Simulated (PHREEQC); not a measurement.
1 kg of water meets 20 L of dry gas (CO2 0.6, CH4 0.4 by moles) at fixed total pressure, at 10 °C; fugacities by Peng-Robinson. The gases take part in no redox reaction, some water evaporates into the gas, and hydrates or a liquid gas phase aren't modelled. No solid was allowed to form.

Model: ion-association model, phreeqc.dat, run in PHREEQC.

Question: Predict dissolved CO2 (all carbonate carbon) (mol/kgw) at P (atm) = 5, 10.

Answer: 
```json
[
 {"P (atm)": "5", "dissolved CO2 (all carbonate carbon) (mol/kgw)": "0.152"},
 {"P (atm)": "10", "dissolved CO2 (all carbonate carbon) (mol/kgw)": "0.294"}
]
```

Complexes and solids missing from the database can't appear. Constants without temperature data keep their 25 °C values here.
